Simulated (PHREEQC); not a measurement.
Synthetic water in mg/L, 5 °C, pH 7.25, pe 11:

```tsv
constituent	mg/L
Na	89.7
K	13.2
Ca	110
Mg	16
Cl	171
S(6) as SO4	123
Alkalinity as HCO3	225
Pb	2.32
```

Valence states are taken as typed.

The numbers come from PHREEQC with the ion-association model, phreeqc.dat.

Question: The ionic strength comes out as 0.0148 mol/kgw. What activity coefficients do Ca+2, NaSO4-, MgHCO3+, SO4-2, K+ get?

Answer: Ca+2 0.63, NaSO4- 0.89, MgHCO3+ 0.89, SO4-2 0.63, K+ 0.89.

No solid was allowed to form. The solution is supersaturated, for example in Cerussite, so a real one may precipitate; this is no full list. Constants without temperature data keep their 25 °C values here.
